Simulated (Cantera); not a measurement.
# Reactions in the system C-H-Ti

Source: NASA polynomial tables (part measured, part estimated), evaluated in Cantera. Values are per mole of reaction as written; species without (g) are pure solids or liquids, kept so even where they would boil at 1 bar. TiC: taken at fixed stoichiometry.

C₂H₄(g) + 2 Ti → 2 H₂(g) + 2 TiC

```tsv
T (K)	ΔH° (kJ)	ΔS° (J/K)	ΔG° (kJ)	log10 K	condensed phases
1823	-414.5	52.0	-509.3	14.59	Ti(β), TiC(s)
2023	-447.1	35.2	-518.3	13.38	Ti(l), TiC(s)
2223	-451.9	33.0	-525.1	12.34	Ti(l), TiC(s)
2423	-456.0	31.2	-531.5	11.46	Ti(l), TiC(s)
2623	-459.3	29.9	-537.6	10.71	Ti(l), TiC(s)
```
